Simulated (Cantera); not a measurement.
Input: 1 mol B, 1.8 mol H2, 1.1 mol NH3, held at 2150 °C and 1.00 bar.

Method: chemical equilibrium by Gibbs-energy minimisation in Cantera with the NASA 1993 tables (ideal gas, pure condensed phases). Candidate condensed phases: B, BN; 15 gas species. Mutual solubility and eutectic melting of coexisting phases are not modelled. The tables' values for BH2 are old estimates; treat these amounts as uncertain. Gases not in the tables: B2H6 and higher boranes. The numbers say what is thermodynamically allowed, not how fast it happens.

Base state: H2 0.954, N2 0.0251, H 0.0173, BH2 0.00303, BH3 7.54e-5, B 4.05e-5, BH 2.51e-5 (mole fractions); condensed: B(l) + BN(s).

Problem. What changes in the equilibrium state with this change: temperature from 2150 °C to 1000 °C?

Solution. 
| species | before | after |
|---|---|---|
| H2 | 0.954 | 0.986 |
| N2 | 0.0251 | 0.0143 |
| NH3 | 1.67e-6 | 1.62e-5 |
| H | 0.0173 | 7.08e-7 |
| BH2 | 0.00303 | <1e-9 |
| BH3 | 7.54e-5 | <1e-9 |
| B | 4.05e-5 | <1e-9 |
| BH | 2.51e-5 | <1e-9 |
| B(l), mol | 0.0677 | 0 |
| BN(s), mol | 0.921 | 1.00 |
